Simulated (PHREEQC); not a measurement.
Dissolve 130 mmol/kgw ZnSO4, 0.4 mmol/kgw H3BO3 and 5.4 mmol/kgw FeSO4 at 20 °C. Closed to the air; pH follows from the charge balance.

All values are PHREEQC results (ion-association model, phreeqc.dat), not measurements.

```json
{
 "pH": "5.59",
 "ionic_strength": "0.270 mol/kgw",
 "density": "1.020 g/cm³"
}
```

| species | molality | activity | log γ |
|---|---|---|---|
| Zn+2 | 0.0640 | 0.0173 | -0.568 |
| SO4-2 | 0.0489 | 0.0129 | -0.578 |
| ZnSO4 | 0.0474 | 0.0504 | 0.027 |
| Zn(SO4)2-2 | 0.0186 | 0.00550 | -0.528 |
| Fe+2 | 0.00339 | 0.00102 | -0.520 |
| FeSO4 | 0.00201 | 0.00214 | 0.027 |
| H3BO3 | 0.000400 | 0.000425 | 0.027 |
| ZnOH+ | 6.86e-6 | 5.06e-6 | -0.132 |
| HSO4- | 3.89e-6 | 2.87e-6 | -0.132 |
| H+ | 3.23e-6 | 2.54e-6 | -0.104 |
| FeOH+ | 1.20e-7 | 8.67e-8 | -0.142 |
| H2BO3- | 1.19e-7 | 8.77e-8 | -0.132 |

This is a speciation only: nothing precipitates in the calculation.
